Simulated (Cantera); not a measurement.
A closed system holds: 1 mol PbO, 6.4 mol N₂, 0.011 mol O₂, held at 1200 K and 0.398 Torr.

These are equilibrium values from Cantera (NASA tables, ideal gas, pure condensed phases), not measurements of a reactor. Candidate condensed phases: Pb, PbO, PbO₂, Pb₃O₄; 12 gas species. Equilibrium is a limit: real reactors are often held back by kinetics, nucleation or transport.

Base state: N₂ 0.855, PbO 0.115, Pb 0.0188, O₂ 0.0109, NO 4.64e-5 (mole fractions); condensed: gas only.

What changes in the equilibrium state with this change: temperature from 1200 K to 1525 K?


```
species   before     after
-------  -------  --------
N₂         0.855     0.831
Pb        0.0188    0.0736
PbO        0.115    0.0564
O₂        0.0109    0.0379
O        1.13e-7   4.79e-5
NO       4.64e-5  0.000602
```
